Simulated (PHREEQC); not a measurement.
Consider water at 25 °C with 7.2 mmol/kgw HNO3, 0.04 mmol/kgw H4SiO4 and 2.7 mmol/kgw KH2PO4. Closed to the air; pH follows from the charge balance.

The numbers come from PHREEQC with the ion-association model, wateq4f.dat.

Precipitation was switched off in this run.

Task: Predict the pH.

Result: pH 2.26.

Task: In which forms is P present?

Result: H2PO4- 57 %, H3PO4 43 % of the P.

Species that the database lacks are ignored. H3PO4, which wateq4f.dat lacks, is added to it with the constant of phreeqc.dat.
